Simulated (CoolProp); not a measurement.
R123 at 298.15 K and 0.916 MPa flows at 0.31 m/s in a round tube of 50 mm bore and 45 µm roughness, fully developed (64/Re and Nu = 3.66 if laminar; Colebrook and Gnielinski if turbulent). Each further row changes one setting.

Values from CoolProp's reference Helmholtz-energy equation of state, Younglove 1994. It is a modified Benedict-Webb-Rubin equation, recast in Helmholtz form.

```tsv
case	Reynolds number	Darcy friction factor	pressure drop (Pa/m)	heat-transfer coefficient (W/(m² K))	mass flow (kg/h)
as stated	53800	?	33.1	537	3210
velocity 0.62 m/s	108000	?	?	1020	6430
diameter 100 mm	108000	?	?	?	12900
```

What belongs in the gaps?


- as stated, Darcy friction factor: 0.0235
- velocity 0.62 m/s, Darcy friction factor: 0.0217
- velocity 0.62 m/s, pressure drop (Pa/m): 122
- diameter 100 mm, Darcy friction factor: 0.0199
- diameter 100 mm, pressure drop (Pa/m): 14.0
- diameter 100 mm, heat-transfer coefficient (W/(m² K)): 483

Viscosity comes from a separate model (Tanaka 1996). Thermal conductivity comes from a separate model (Laesecke 1996).
